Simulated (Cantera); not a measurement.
**Moist CO burnout**

A perfectly stirred reactor is fed with 2.29 % CO, 2.29 % O2, 0.0953 % H2O, 95.3 % N2, at 100.0 Torr; it is held at 1223 K, and followed from long to short residence time.

Cantera simulation using GRI-Mech 3.0 (53 species, 325 reactions); the numbers are that mechanism's predictions, not measurements.

```csv
τ (s),x CO,x O2,x H2O,x N2O,x H2
3.8,0.000689,0.0118,0.000919,1.38e-7,8.43e-6
1.9,0.00108,0.0120,0.000895,1.22e-7,1.27e-5
0.90,0.00174,0.0122,0.000851,1.07e-7,1.88e-5
0.43,0.00276,0.0126,0.000783,9.54e-8,2.62e-5
0.21,0.00430,0.0132,0.000687,8.84e-8,3.29e-5
0.10,0.00670,0.0141,0.000572,8.64e-8,3.61e-5
0.049,0.00993,0.0154,0.000494,8.87e-8,3.41e-5
0.024,0.0138,0.0171,0.000508,9.07e-8,2.91e-5
0.012,0.0175,0.0191,0.000628,8.26e-8,2.24e-5
0.0056,0.0209,0.0213,0.000828,4.37e-8,1.08e-5
```
x: mole fraction; the columns are a selection and need not sum to one.
